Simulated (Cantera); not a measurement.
Feed: 1 mol BF3, 13 mol H2O, 0.52 mol H2, equilibrated at 4.70 mbar.

Method: chemical equilibrium by Gibbs-energy minimisation in Cantera with the NASA 1993 tables (ideal gas, pure condensed phases). Candidate condensed phases: B, B2O3, B3O3H3, H2O; 43 gas species. The numbers say what is thermodynamically allowed, not how fast it happens.

### Question
At 1750 K, list the 5 most abundant gas species with their mole fractions, and the condensed phases.

### Answer
H2O 0.732, HF 0.169, HBO2 0.0397, H2 0.0338, BOF 0.0243. Condensed: gas only.
